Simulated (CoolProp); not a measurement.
Vapour-liquid equilibrium of R1234ze(E) (1) + R227EA (2) at 304 K; x and y are mole fractions of (1).

Model: multi-fluid Helmholtz-energy mixture model, Thol 2016 and Lemmon 2016; pair parameters Bell 2023, in CoolProp.

Q: Give the bubble pressure and the first vapour's composition at x = 0.05, 0.25, 0.75. Is there an azeotrope?

A: x = 0.05: 0.5463 MPa, y = 0.056; x = 0.25: 0.5627 MPa, y = 0.271; x = 0.75: 0.5892 MPa, y = 0.758. No azeotrope shows between x = 0.05 and 0.95.

The pair parameters rest on a limited set of measurements; away from them the model extrapolates.
